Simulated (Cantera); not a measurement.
What does this Cantera script print?

```python
import numpy as np
import cantera as ct

gas = ct.Solution("gri30.yaml", transport_model="multicomponent")
show = ['OH', 'NH3', 'NO']

rows = []
print(f"{'T/K':>7s}{'rho':>11s}{'cp':>10s}{'mu':>11s}{'lambda':>11s}{'Pr':>7s}" + "".join(f"{'D_' + s:>11s}" for s in show))
for T in [400, 650, 900, 1150, 1400, 1650, 1900]:
    gas.TPX = T, 1000000, {'CO2': 0.87, 'NO': 0.54}
    Pr = gas.cp_mass * gas.viscosity / gas.thermal_conductivity
    D = [gas.mix_diff_coeffs_mole[gas.species_index(s)] for s in show]
    rows.append([gas.density, gas.cp_mass, gas.viscosity, gas.thermal_conductivity, Pr, *D])
    print(f"{T:7g}{gas.density:11.4e}{gas.cp_mass:10.1f}{gas.viscosity:11.4e}"
          f"{gas.thermal_conductivity:11.4e}{Pr:7.3f}" + "".join(f"{d:11.4e}" for d in D))
print("SI units: kg/m3, J/kg/K, Pa s, W/m/K, m2/s")
```

Result:

```
    T/K        rho        cp         mu     lambda     Pr       D_OH      D_NH3       D_NO
    400 1.1620e+01     956.0 2.0848e-05 2.7841e-02  0.716 4.5565e-06 3.1523e-06 2.6443e-06
    650 7.1509e+00    1088.3 3.0616e-05 4.6065e-02  0.723 1.0533e-05 7.8828e-06 6.1995e-06
    900 5.1645e+00    1177.0 3.8777e-05 6.2920e-02  0.725 1.8257e-05 1.4193e-05 1.0807e-05
   1150 4.0418e+00    1234.7 4.5969e-05 7.8192e-02  0.726 2.7525e-05 2.1846e-05 1.6339e-05
   1400 3.3200e+00    1274.0 5.2506e-05 9.2168e-02  0.726 3.8207e-05 3.0698e-05 2.2713e-05
   1650 2.8170e+00    1301.8 5.8568e-05 1.0512e-01  0.725 5.0207e-05 4.0651e-05 2.9872e-05
   1900 2.4463e+00    1321.5 6.4269e-05 1.1718e-01  0.725 6.3453e-05 5.1638e-05 3.7774e-05
SI units: kg/m3, J/kg/K, Pa s, W/m/K, m2/s
```

Detailed kinetics in Cantera: GRI-Mech 3.0 (53 species, 325 reactions). The composition is frozen, though it would react at the higher temperatures.
